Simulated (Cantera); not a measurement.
Equilibrium for oxide etching and cleaning by halides: SiO2 + F2 + O2

A closed system holds: 1 mol SiO2, 5.4 mol F2, 1.5 mol O2, held at 1373 K and 3.20 Pa.

These are equilibrium values from Cantera (NASA tables, ideal gas, pure condensed phases), not measurements of a reactor. Candidate condensed phases: Si, SiO2; 17 gas species. Rates play no part.

```
Item                                  Value
--------------------------------  ---------
x(F)                                  0.660
x(O2)                                 0.243
x(SiF4)                              0.0971
x(O)                                5.37e-5
x(F2)                               6.46e-6
gas amount                        10.30 mol
log10 activity of Si(s) (absent)     -40.07
```
